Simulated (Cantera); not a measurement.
Charge: 1 mol B₂O₃, 3 mol HF, 1.9 mol H₂, held at 800 °C and 37.0 Pa.

These are equilibrium values from Cantera (NASA tables, ideal gas, pure condensed phases), not measurements of a reactor. Candidate condensed phases: B, B₂O₃, B₃O₃H₃, H₂O; 43 gas species. Equilibrium is a limit: real reactors are often held back by kinetics, nucleation or transport.

Base state: H₂ 0.402, HF 0.334, H₂O 0.149, BF₃ 0.0839, BOF 0.0191, B₃O₃F₃ 0.00974, HBO₂ 0.00218, (HBO₂)₃ 2.18e-5 (mole fractions); condensed: B₂O₃(l).

Q: What changes in the equilibrium state with this change: HF from 3 to 23 mol?

A: 
```csv
species,before,after
HF,0.334,0.716
H₂O,0.149,0.121
BF₃,0.0839,0.0799
H₂,0.402,0.0792
BOF,0.0191,0.00323
(HBO₂)₃,2.18e-5,5.81e-9
B₃O₃F₃,0.00974,4.71e-5
HBO₂,0.00218,0.000140
"B₂O₃(l), mol",0.682,0
```
